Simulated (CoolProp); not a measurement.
R365MFC along the isotherm 226.85 °C: fugacity coefficient from the reference equation and from simpler models built on Tc = 186.9 °C, pc = 3266 kPa, ω = 0.377; each cubic takes its own stable root.

Values from CoolProp's reference Helmholtz-energy equation of state, Lemmon 2016.

```json
[
 {"p (kPa)": "15.5", "phase": "gas", "reference": "0.9987"},
 {"p (kPa)": "35.3", "phase": "gas", "reference": "0.9970"},
 {"p (kPa)": "80.3", "phase": "gas", "reference": "0.9932"},
 {"p (kPa)": "183", "phase": "gas", "reference": "0.9845"},
 {"p (kPa)": "416", "phase": "gas", "reference": "0.9649"},
 {"p (kPa)": "946", "phase": "gas", "reference": "0.9213"},
 {"p (kPa)": "2150", "phase": "gas", "reference": "0.8270"},
 {"p (kPa)": "4900", "phase": "supercritical", "reference": "0.6359"}
]
```

Problem. How far does each simpler model (van der Waals, Redlich-Kwong, Soave-Redlich-Kwong, Peng-Robinson) lie from the reference over these 8 states: mean and median of the absolute difference, and the worst?

Solution. 
- van der Waals: mean 0.5 %, median 0.3 %, worst +1.9 % at 226.85 °C and 2150 kPa
- Redlich-Kwong: mean 0.3 %, median 0.1 %, worst -1.6 % at 226.85 °C and 4900 kPa
- Soave-Redlich-Kwong: mean 0.8 %, median 0.3 %, worst +3.1 % at 226.85 °C and 4900 kPa
- Peng-Robinson: mean 0.3 %, median 0.1 %, worst -1.4 % at 226.85 °C and 4900 kPa
